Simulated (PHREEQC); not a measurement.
PHREEQC input (ion-association model, wateq4f.dat):

```
SOLUTION_MASTER_SPECIES
  An  An-  0  An  62.0  # stands for a non-complexing anion
SOLUTION_SPECIES
  An- = An-
    -log_k 0
    -gamma 3.0 0
  SO4-2 + 10H+ + 8e- = H2S + 4H2O  # shut off: sulfate is not reduced
    -log_k -100
    -delta_h 0
    -analytic -100
PHASES
  Fix_H+
    H+ = H+
    -log_k 0
SOLUTION 1
  temp 25
  units mmol/kgw
  pH 7 charge
  Se(4) 0.024
  Na 300.053
  S(6) 0.0023
  An 300
END
SELECTED_OUTPUT 1
  -reset false
  -pH true
  -pe true
  -ionic_strength true
  -water true
  -totals Na S Se S(-2) S(6) Se(-2) Se(4) Se(6)
  -molalities Hfo_wOH Hfo_wOH2+ Hfo_wO- Hfo_sOH Hfo_sOH2+ Hfo_sO- Hfo_wSeO3- Hfo_wOHSeO3-2 Hfo_wSO4- Hfo_wOHSO4-2
  -saturation_indices Mirabilite
USER_PUNCH 1
  -headings sigma psi
  10 PUNCH EDL("sigma", "Hfo"), EDL("psi", "Hfo")
PRINT
  -reset false
USE solution 1
SURFACE 1
  Hfo_wOH 0.000148315 600 0.066
  Hfo_sOH 3.70787e-06
EQUILIBRIUM_PHASES 1
  Fix_H+ -3 HAn 10
    -force_equality true
END
# ... the last block is repeated for the other 12 points of pH, with NaOH or the acid as the point needs
```

Selected output (columns that matter, 13 of 13 rows; pH added in front):

```
pH	mu	Na	S	Se	m_Hfo_wOH	m_Hfo_wOH2+	m_Hfo_wO-	m_Hfo_sOH	m_Hfo_sOH2+	m_Hfo_sO-	m_Hfo_wSeO3-	si_Mirabilite	sigma	psi
3	0.3014	0.30005	1.2913e-06	1.5044e-05	7.1103e-07	0.00013764	8.4147e-11	1.9056e-08	3.6888e-06	2.2552e-12	8.9296e-06	-6.8966	0.32	0.1185
3.5	0.30052	0.30005	1.5004e-06	9.4485e-06	1.7824e-06	0.00013118	5.5483e-10	4.9706e-08	3.6581e-06	1.5472e-11	1.4437e-05	-6.8234	0.29083	0.11377
4	0.30024	0.30005	1.6834e-06	5.3421e-06	4.4477e-06	0.00012459	3.6373e-09	1.278e-07	3.58e-06	1.0452e-10	1.8278e-05	-6.7709	0.26431	0.109
4.5	0.30014	0.30005	1.8476e-06	2.971e-06	1.0572e-05	0.00011624	2.2029e-08	3.0907e-07	3.3982e-06	6.4399e-10	1.997e-05	-6.7297	0.23637	0.10345
5	0.30011	0.30005	2.0188e-06	1.9348e-06	2.1791e-05	0.00010407	1.0452e-07	6.4141e-07	3.0634e-06	3.0766e-09	1.9665e-05	-6.6909	0.2003	0.095297
5.5	0.30009	0.30005	2.1698e-06	1.6704e-06	3.6801e-05	8.8705e-05	3.4976e-07	1.0842e-06	2.6134e-06	1.0304e-08	1.7982e-05	-6.6595	0.15617	0.083286
6	0.30008	0.30005	2.2562e-06	1.8865e-06	5.2209e-05	7.3094e-05	8.543e-07	1.5345e-06	2.1483e-06	2.5109e-08	1.5614e-05	-6.6425	0.11131	0.067666
6.5	0.30007	0.30005	2.2884e-06	2.5757e-06	6.5881e-05	5.9322e-05	1.6761e-06	1.9253e-06	1.7336e-06	4.8982e-08	1.3006e-05	-6.6363	0.071806	0.049427
7	0.30006	0.30005	2.2973e-06	3.9176e-06	7.7707e-05	4.7618e-05	2.905e-06	2.2469e-06	1.3769e-06	8.3999e-08	1.0293e-05	-6.6347	0.039304	0.029737
7.5	0.30006	0.30005	2.2994e-06	6.2331e-06	8.857e-05	3.7139e-05	4.8389e-06	2.5156e-06	1.0548e-06	1.3744e-07	7.434e-06	-6.6343	0.012467	0.0099062
8	0.30006	0.30005	2.2999e-06	9.941e-06	9.8956e-05	2.6988e-05	8.3122e-06	2.733e-06	7.4534e-07	2.2957e-07	4.4815e-06	-6.6342	-0.010832	-0.0086205
8.5	0.30006	0.30005	2.3e-06	1.5029e-05	0.00010689	1.7489e-05	1.4966e-05	2.8443e-06	4.6537e-07	3.9824e-07	1.9663e-06	-6.6342	-0.032617	-0.025072
9	0.30009	0.30008	2.3e-06	2.0025e-05	0.00010813	1.0359e-05	2.5855e-05	2.7776e-06	2.6611e-07	6.6416e-07	5.6119e-07	-6.6341	-0.056733	-0.0409
```

The database's selenite sorption wasn't checked against measurements; a fall in acid may be a fault of its surface constants. The oxide is taken as insoluble; below pH 4 it would dissolve.
